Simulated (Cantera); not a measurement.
Adiabatic ignition

An adiabatic, constant-pressure homogeneous reactor starts with 8.82 % CH₄, 19.1 % O₂, 72.0 % N₂, at 1750 K and 3000 Torr.

Cantera simulation using GRI-Mech 3.0 (53 species, 325 reactions); the numbers are that mechanism's predictions, not measurements.

| t (s) | T (K) | x CH₄ | x O₂ | x CH₂ | x CH₂O | x OH | x N₂O |
|---|---|---|---|---|---|---|---|
| 6.00e-6 | 1750 | 0.0880 | 0.191 | 2.46e-9 | 3.34e-5 | 1.60e-6 | 8.31e-10 |
| 1.28e-5 | 1750 | 0.0874 | 0.191 | 1.85e-8 | 0.000201 | 4.42e-6 | 3.07e-9 |
| 2.72e-5 | 1761 | 0.0834 | 0.189 | 2.29e-7 | 0.00132 | 2.19e-5 | 1.47e-8 |
| 5.79e-5 | 2782 | <1e-12 | 0.0343 | <1e-12 | 8.70e-10 | 0.0254 | 7.91e-7 |
| 0.000123 | 2920 | <1e-12 | 0.0298 | <1e-12 | 7.96e-10 | 0.0229 | 1.29e-6 |
| 0.000262 | 2914 | <1e-12 | 0.0279 | <1e-12 | 8.08e-10 | 0.0222 | 1.33e-6 |
| 0.000558 | 2908 | <1e-12 | 0.0262 | <1e-12 | 8.21e-10 | 0.0216 | 1.42e-6 |
| 0.00119 | 2906 | <1e-12 | 0.0257 | <1e-12 | 8.26e-10 | 0.0214 | 1.45e-6 |
| 0.00253 | 2906 | <1e-12 | 0.0256 | <1e-12 | 8.26e-10 | 0.0214 | 1.46e-6 |
| 0.00538 | 2906 | <1e-12 | 0.0256 | <1e-12 | 8.26e-10 | 0.0214 | 1.46e-6 |
| 0.0114 | 2906 | <1e-12 | 0.0256 | <1e-12 | 8.26e-10 | 0.0214 | 1.46e-6 |
| 0.0244 | 2906 | <1e-12 | 0.0256 | <1e-12 | 8.26e-10 | 0.0214 | 1.46e-6 |
| 0.0519 | 2906 | <1e-12 | 0.0256 | <1e-12 | 8.26e-10 | 0.0214 | 1.46e-6 |
| 0.110 | 2906 | <1e-12 | 0.0256 | <1e-12 | 8.26e-10 | 0.0214 | 1.46e-6 |
| 0.235 | 2906 | <1e-12 | 0.0256 | <1e-12 | 8.26e-10 | 0.0214 | 1.46e-6 |
| 0.500 | 2906 | <1e-12 | 0.0256 | <1e-12 | 8.26e-10 | 0.0214 | 1.46e-6 |
x: mole fraction; the columns are a selection and need not sum to one.

```yaml
time_of_steepest_temperature_rise: 47.7 µs
temperature at 0.500 s: 2906 K
equilibrium_temperature: 2906 K
x(CH₄) at 0.500 s: <1e-12 (gas-phase equilibrium <1e-12)
x(O₂) at 0.500 s: 0.0256 (gas-phase equilibrium 0.0256)
x(CH₂) at 0.500 s: <1e-12 (gas-phase equilibrium <1e-12)
```
